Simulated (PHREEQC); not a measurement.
A column of 0.1 m (30 cells, dispersivity 0.0035 m, 300 s a shift, diffusion coefficient 3e-10 m²/s) holds 0.25 eq of the database's cation exchanger X per kg of pore water, first in equilibrium with 0.061 mol/kgw CdCl2 and 1e-05 mol/kgw HCl. It is flushed with 2.5 mmol/kgw SrCl2, 71 mmol/kgw CdCl2, 1.9 mmol/kgw LiCl and 0.01 mmol/kgw HCl, at 15 °C. Values are for the last cell. The system is closed to CO2. No solid was allowed to form.

Computed with PHREEQC (ion-association model, phreeqc.dat).

Question: Predict Sr in solution (mol/kgw), SrX2 on the exchanger (mol/kgw) at pore volumes = 4.217, 4.617, 5.417, 5.817.

Answer: 
```csv
pore volumes,Sr in solution (mol/kgw),SrX2 on the exchanger (mol/kgw)
4.217,1.41e-5,0.000125
4.617,3.28e-5,0.000291
5.417,0.000120,0.00105
5.817,0.000197,0.00173
```

Species that the database lacks are ignored.
